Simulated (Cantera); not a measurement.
Mixture: CH4 : O2 : N2 : H2O = 1 : 1.82 : 6.84 : 0.69 (molar parts), equivalence ratio 1.1, at 5.00 bar, adiabatic and at constant pressure. Ignition delay is the time to a rise of 400 K.

Computed with Cantera and GRI-Mech 3.0 (53 species, 325 reactions).

Q: Predict: delay at 1050 K; delay at 1100 K; delay at 1150 K; delay at 1200 K; delay at 1250 K; delay at 1300 K; delay at 1350 K; apparent activation energy between 1250 and 1350 K.

A: 
| Property | Value |
|---|---|
| delay at 1050 K | 84.5 ms |
| delay at 1100 K | 41.1 ms |
| delay at 1150 K | 21.0 ms |
| delay at 1200 K | 11.2 ms |
| delay at 1250 K | 6.12 ms |
| delay at 1300 K | 3.43 ms |
| delay at 1350 K | 1.97 ms |
| apparent activation energy between 1250 and 1350 K | 160 kJ/mol |
